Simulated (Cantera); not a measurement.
An isothermal, constant-pressure homogeneous reactor starts with CH₄ : N₂ = 1 : 80 (molar parts), at 1575 K and 0.0290 bar.

Computed with Cantera and GRI-Mech 3.0 (53 species, 325 reactions). GRI-Mech 3.0 stops at C3 and has no aromatics, soot or wall deposition, so with more carbon than oxygen in the feed, carbon stays in small species such as C2H2 where larger ones or solid carbon would form. Radical loss at walls, strong at low pressure, is not modelled.

x: mole fraction; the columns are a selection and need not sum to one.

| t (s) | x CH₄ | x HCN | x CH₂ | x CH₃ | x C₂H₂ |
|---|---|---|---|---|---|
| 1.00e-5 | 0.0123 | <1e-12 | <1e-12 | 4.96e-9 | <1e-12 |
| 4.44e-5 | 0.0123 | <1e-12 | <1e-12 | 2.47e-8 | <1e-12 |
| 0.000197 | 0.0123 | <1e-12 | <1e-12 | 1.43e-7 | <1e-12 |
| 0.000877 | 0.0123 | <1e-12 | 4.79e-12 | 7.80e-7 | <1e-12 |
| 0.00390 | 0.0123 | <1e-12 | 6.70e-11 | 3.65e-6 | 7.63e-12 |
| 0.0173 | 0.0123 | <1e-12 | 1.02e-9 | 1.64e-5 | ? |
| 0.0770 | 0.0122 | 3.11e-11 | 1.61e-8 | 7.07e-5 | ? |
| 0.342 | 0.0105 | 1.33e-8 | 1.29e-7 | 0.000203 | ? |
| 1.52 | 0.00448 | 4.32e-7 | 8.73e-8 | 9.98e-5 | ? |
| 6.75 | 0.000922 | 2.10e-6 | 3.31e-8 | 2.66e-5 | 0.00562 |
| 30.0 | 0.000132 | 4.95e-6 | 7.19e-9 | 4.62e-6 | 0.00603 |

### Question
Complete the blanks.

### Answer

- 0.0173, x C₂H₂: 3.19e-9
- 0.0770, x C₂H₂: 1.26e-6
- 0.342, x C₂H₂: 0.000364
- 1.52, x C₂H₂: 0.00374
